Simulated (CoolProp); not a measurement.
Saturation properties of ammonia.

Values from CoolProp's reference Helmholtz-energy equation of state, Gao 2020.

```csv
T (K),p (kPa),enthalpy of vaporisation (kJ/kg),liquid cp (kJ/(kg K)),liquid conductivity (mW/(m K))
221.3,36.50,1422,4.395,728
230.6,62.38,1396,4.430,696
239.9,101.7,1369,4.466,665
249.2,159.0,1341,4.501,634
258.5,239.6,1312,4.540,605
267.8,349.8,1280,4.582,576
277.1,496.4,1248,4.632,547
286.4,686.8,1213,4.690,520
295.7,929.1,1176,4.759,493
305,1232,1137,4.844,467
314.3,1605,1094,4.947,441
323.6,2057,1049,5.076,415
332.9,2599,999.2,5.237,390
342.2,3241,945.1,5.447,366
351.6,4004,884.8,5.731,341
```

It boils at 239.8 K under 1 atm.

Thermal conductivity comes from a separate model (Tufeu 1984).
